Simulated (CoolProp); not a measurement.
Carbonyl sulfide along the isobar 379 kPa: density (kg/m³) from the reference equation and from simpler models built on Tc = 105.6 °C, pc = 6369 kPa, ω = 0.098; each cubic takes its own stable root.

Values from CoolProp's reference Helmholtz-energy equation of state, Lemmon 2006. It is a short technical equation, of lower accuracy than the large ones.

```csv
T (°C),phase,reference,van der Waals,Redlich-Kwong,Soave-Redlich-Kwong
-12.75,gas,11.28,11.00,11.19,11.21
-0.75,gas,10.67,10.47,10.62,10.63
11.25,gas,10.14,9.986,10.10,10.12
23.25,gas,9.662,9.549,9.641,9.651
35.25,gas,9.236,9.150,9.223,9.231
47.25,gas,8.849,8.783,8.842,8.848
59.25,gas,8.497,8.447,8.493,8.498
71.25,gas,8.174,8.135,8.173,8.176
83.35,gas,7.874,7.845,7.875,7.876
95.35,gas,7.598,7.577,7.601,7.601
107.35,gas,7.343,7.327,7.346,7.346
119.35,gas,7.105,7.093,7.108,7.107
131.35,gas,6.883,6.875,6.886,6.885
143.35,gas,6.675,6.669,6.678,6.676
```
